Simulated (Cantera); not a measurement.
Si + HBr + N₂ (silicon etching in halogen gases)

A closed system holds: 1 mol Si, 3.2 mol HBr, 3.2 mol N₂, held at 133 Pa.

Cantera equilibrium calculation (NASA polynomials, part measured and part estimated; ideal gas, pure solids and liquids). Candidate condensed phases: Br₂, Si, Si₃N₄; 28 gas species. N₂ is the only nitrogen source here; it is nearly inert below about 1500 K, so the nitride shown seldom forms there in practice. The tables' values for SiBr₃, SiBr are old estimates; treat these amounts as uncertain. Kinetics and transport are ignored.

From 925 K to 1525 K the condensed part is Si₃N₄(s). At 1600 K nothing is condensed. The main Si-bearing gas is SiBr₄ at 925 K and SiBr₂ at 1600 K. The share of Si in condensed phases is highest at 1075 K (81.2 %) and lowest at 1600 K (0.0 %).

```json
[
 {"T (K)": "925", "x N₂": "0.470", "x HBr": "0.427", "x H₂": "0.0685", "x SiBr₂": "1.81e-6", "x Br": "3.91e-5", "x SiBr₄": "0.0342", "x SiBr₃": "1.16e-5", "n Si₃N₄(s)": "0.269"},
 {"T (K)": "1000", "x N₂": "0.469", "x HBr": "0.430", "x H₂": "0.0671", "x SiBr₂": "2.62e-5", "x Br": "0.000175", "x SiBr₄": "0.0335", "x SiBr₃": "5.97e-5", "n Si₃N₄(s)": "0.270"},
 {"T (K)": "1075", "x N₂": "0.469", "x HBr": "0.432", "x H₂": "0.0662", "x SiBr₂": "0.000258", "x Br": "0.000634", "x SiBr₄": "0.0326", "x SiBr₃": "0.000242", "n Si₃N₄(s)": "0.271"},
 {"T (K)": "1150", "x N₂": "0.468", "x HBr": "0.431", "x H₂": "0.0658", "x SiBr₂": "0.00184", "x Br": "0.00193", "x SiBr₄": "0.0309", "x SiBr₃": "0.000794", "n Si₃N₄(s)": "0.270"},
 {"T (K)": "1225", "x N₂": "0.467", "x HBr": "0.423", "x H₂": "0.0674", "x SiBr₂": "0.00967", "x Br": "0.00498", "x SiBr₄": "0.0260", "x SiBr₃": "0.00205", "n Si₃N₄(s)": "0.261"},
 {"T (K)": "1300", "x N₂": "0.467", "x HBr": "0.394", "x H₂": "0.0752", "x SiBr₂": "0.0343", "x Br": "0.0105", "x SiBr₄": "0.0152", "x SiBr₃": "0.00353", "n Si₃N₄(s)": "0.230"},
 {"T (K)": "1375", "x N₂": "0.471", "x HBr": "0.334", "x H₂": "0.0961", "x SiBr₂": "0.0734", "x Br": "0.0170", "x SiBr₄": "0.00457", "x SiBr₃": "0.00334", "n Si₃N₄(s)": "0.168"},
 {"T (K)": "1450", "x N₂": "0.480", "x HBr": "0.258", "x H₂": "0.126", "x SiBr₂": "0.110", "x Br": "0.0230", "x SiBr₄": "0.000904", "x SiBr₃": "0.00210", "n Si₃N₄(s)": "0.0979"},
 {"T (K)": "1525", "x N₂": "0.488", "x HBr": "0.189", "x H₂": "0.155", "x SiBr₂": "0.139", "x Br": "0.0284", "x SiBr₄": "0.000163", "x SiBr₃": "0.00114", "n Si₃N₄(s)": "0.0337"},
 {"T (K)": "1600", "x N₂": "0.491", "x HBr": "0.147", "x H₂": "0.172", "x SiBr₂": "0.152", "x Br": "0.0372", "x SiBr₄": "3.59e-5", "x SiBr₃": "0.000631", "n Si₃N₄(s)": "0"}
]
```
x: gas mole fraction; n: condensed amount in mol.
